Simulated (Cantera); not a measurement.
Charge: 1 mol (CH3)2SiCl2, 0.0039 mol C3H8, 2.2 mol H2, held at 3.53 Torr.

Equilibrium computed with Cantera from the NASA thermochemical tables; the gas is ideal and each condensed phase is pure. Candidate condensed phases: C, C6H6, C7H8, C8H18, Si, SiC; 109 gas species. The feed counts by its element totals alone. The tables' values for SiCl, SiCl3 are old estimates; treat these amounts as uncertain. Gases not in the tables: Si2H6 and higher silanes. Kinetics and transport are ignored. All values below are at 2448 K.

Base state: H2 0.460, H 0.197, HCl 0.169, Si 0.0774, Cl 0.0513, SiC2 0.0172, SiCl2 0.0108, SiCl 0.00669 (mole fractions); condensed: C(graphite).

Problem. What changes in the equilibrium state with this change: H2 from 2.2 to 8.3 mol?

Solution. 
```json
[
 {"species": "H2", "before": "0.460", "after": "0.582"},
 {"species": "H", "before": "0.197", "after": "0.222"},
 {"species": "HCl", "before": "0.169", "after": "0.0996"},
 {"species": "Si", "before": "0.0774", "after": "0.0470"},
 {"species": "SiCl2", "before": "0.0108", "after": "0.00181"},
 {"species": "Cl", "before": "0.0513", "after": "0.0269"},
 {"species": "SiC2", "before": "0.0172", "after": "0.0105"},
 {"species": "SiCl3", "before": "1.19e-5", "after": "1.04e-6"},
 {"species": "SiCl", "before": "0.00669", "after": "0.00213"},
 {"species": "Si2C", "before": "0.00521", "after": "0.00192"},
 {"species": "Si2", "before": "0.000218", "after": "8.03e-5"},
 {"species": "C(graphite), mol", "before": "1.62", "after": "1.51"}
]
```
The tables' values for SiCl are old estimates; treat these amounts as uncertain.
